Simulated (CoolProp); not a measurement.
50 sccm (0 °C, 1 atm) of nitrogen bubbles through liquid p-xylene at 332.3 K and leaves saturated at a total pressure of 0.15 MPa (ideal gas phase). Each further row changes one setting.

The numbers come from the reference Helmholtz-energy equation of state, Zhou 2012 in CoolProp.

```tsv
case	vapour pressure (kPa)	mole fraction of vapour	delivery (mg/min)	delivery (sccm)	change of delivery for a bath 1 K warmer (%)
as stated	6.61	0.0441	10.9	2.31	4.7
bath temperature 337.3 K	8.22	0.0548	13.7	2.90	4.6
total pressure 0.3 MPa	6.61	0.0220	5.34	1.13	4.6
```
